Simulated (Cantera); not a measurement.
Input (Python, Cantera) and output of one run.

```python
import numpy as np
import cantera as ct

gas_names = """
    B BH BH2 BH3 BO BO2 B2 B2O B2O2 B2O3 B3O3H3 H HBO HBO2 HO2 H2 H2O H2O2 H3B3O6 O OH O2 O3
""".split()
cond_names = """
    B(b) B(L) B2O3(L) B3O3H3(cr) H2O(s) H2O(L)
""".split()


# ... load() reads the species with a 1 bar reference pressure and builds the phases ...
atoms = {
    'B': {'B': 1},
    'O2': {'O': 2},
    'H2': {'H': 2},
}
top_T = {}  # K; cautious upper limits of use, not melting points


# ... equilibrate(T, P, feed) seeds the gas with the atoms and calls Mixture.equilibrate('TP', solver="vcs", rtol=1e-11, max_steps=5000) ...
results = []
feed = {'B': 1, 'O2': 0.19, 'H2': 1}  # mol
P = 1333.22  # Pa
for T in [1448, 1598, 1748, 1898, 2048, 2198, 2348]:
    mix = equilibrate(T, P, feed)
    results.append((T, P, feed, dict(zip(mix.species_names, mix.species_moles))))

top = {s: max(r[3][s] / sum(r[3][g] for g in gas_names) for r in results) for s in gas_names}
cols = sorted((s for s in top if top[s] > 1e-05), key=lambda s: -top[s])[:7]
seen = [c for c in cond_names if any(r[3].get(c, 0) > 1e-12 for r in results)]
print("log10 of partial pressures in bar; condensed amounts in mol")
print(f"{'T/K':>10s}" + "".join(f"{s[:9]:>10s}" for s in cols + seen))
for T, P, feed, n in results:
    ng = sum(n[g] for g in gas_names)
    print(f"{T:10.4g}" + "".join(f"{np.log10(max(n[s] / ng * P / 1e5, 1e-99)):10.3f}" for s in cols)
          + "".join(f"{n.get(c, 0):10.4g}" for c in seen))
```

Result:

```
log10 of partial pressures in bar; condensed amounts in mol
       T/K        H2        BO       HBO         H      B2O2      B2O3       B2O      B(b)   B2O3(L)
      1448    -1.885    -6.286    -3.643    -5.978    -4.465    -5.143    -8.987    0.7385    0.1176
      1598    -1.937    -4.932    -2.984    -5.243    -3.266    -3.849    -7.332    0.6881   0.05373
      1748    -1.983    -4.166    -2.793    -4.633    -2.980    -3.836    -6.321    0.6355         0
      1898    -1.993    -3.654    -2.749    -4.103    -3.000    -4.214    -5.606    0.6264         0
      2048    -2.006    -3.249    -2.744    -3.653    -3.078    -4.624    -5.030    0.6215         0
      2198    -2.027    -2.945    -2.789    -3.268    -3.233    -5.110    -4.580    0.6171         0
      2348    -2.061    -2.743    -2.899    -2.939    -3.495    -5.721    -4.255    0.6105         0
```

Method: chemical equilibrium by Gibbs-energy minimisation in Cantera with the NASA 1993 tables (ideal gas, pure condensed phases). Mutual solubility and eutectic melting of coexisting phases are not modelled. The tables' values for BH2 are old estimates; treat these amounts as uncertain.
